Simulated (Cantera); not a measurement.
Feed: 1 mol Fe2O3, 7 mol C, 0.39 mol H2, at 100 Torr.

Equilibrium computed with Cantera from the NASA thermochemical tables; the gas is ideal and each condensed phase is pure. Candidate condensed phases: C, C6H6, C7H8, C8H18, Fe, Fe(CO)5, FeO, Fe(OH)2, Fe(OH)3, Fe2O3, Fe3O4, H2O; 114 gas species. Iron dissolves carbon and melts from about 1420 K in contact with it, which pure phases cannot show. Condensed phases not in the tables: cementite and carbon dissolved in iron. Equilibrium is a limit: real reactors are often held back by kinetics, nucleation or transport. All values below are at 2325 K.

Base state: CO 0.826, H2 0.102, Fe 0.0613, H 0.00963, C2H2 (acetylene) 0.000499 (mole fractions); condensed: C(graphite) + Fe(l).

Question: What changes in the equilibrium state with this change: Fe2O3 replaced by SiO2?

Answer: 
```tsv
species	before	after
CO	0.826	0.816
H2	0.102	0.155
SiO	0	0.0145
Fe	0.0613	0
H	0.00963	0.0119
Si	0	0.00134
SiC2	0	0.000201
Si2C	0	0.000117
SiH	0	6.77e-5
SiH2	0	1.24e-5
C(graphite), mol	4.00	4.07
Fe(l), mol	1.78	0
SiC(s), mol	0	0.961
```
Gases not in the tables: Si2H6 and higher silanes. Further candidate phases: Si, SiC, SiO2.
